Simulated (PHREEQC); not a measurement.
A solution holds 0.51 mol/kgw NH3 and 0.0049 mol/kgw H3BO3, at 25 °C. Closed to the air; pH follows from the charge balance.

Model: ion-association model, phreeqc.dat, run in PHREEQC.

```csv
quantity,before,after
pH,11.17,11.78
ionic strength (mol/kgw),0.00648,0.0117
H3BO3 (mol/kgw),5.18e-5,1.26e-5
```

Q: Which change was made?
A. diluted 10-fold with water
B. 0.01 mol/kgw TMAH added
C. NH3 from 0.51 to 0.255 mol/kgw
D. NH3 left out
E. H3BO3 from 0.0049 to 0.00245 mol/kgw

A: B, 0.01 mol/kgw TMAH added

No solid was allowed to form. (CH3)4N+ isn't in the database: it is added as a free cation with an ion size of 4 Å.
